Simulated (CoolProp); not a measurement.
Properties of n-perfluoropentane at several states (Tc = 147.9 °C, pc = 2.063 MPa, ω = 0.436).

The numbers come from the reference Helmholtz-energy equation of state, Gao 2022 in CoolProp.

```tsv
T (°C)	p (MPa)	phase	density (kg/m³)	cv (kJ/(kg K))	Joule-Thomson coefficient (K/MPa)	isothermal compressibility (1/MPa)	fugacity coefficient
-86.35	10	liquid	1956	0.6560	-0.4454	0.001045	1.148e-5
152.55	0.125	gas	10.38	0.9488	7.410	8.166	0.9803
224.45	0.0636	gas	4.453	1.016	4.806	15.81	0.9944
-0.05	2.3	liquid	1694	0.7892	-0.3100	0.002403	0.01510
-9.95	0.098	liquid	1714	0.7738	-0.3227	0.002267	0.1859
133.25	0.511	gas	48.62	0.9357	9.885	2.207	0.9054
```
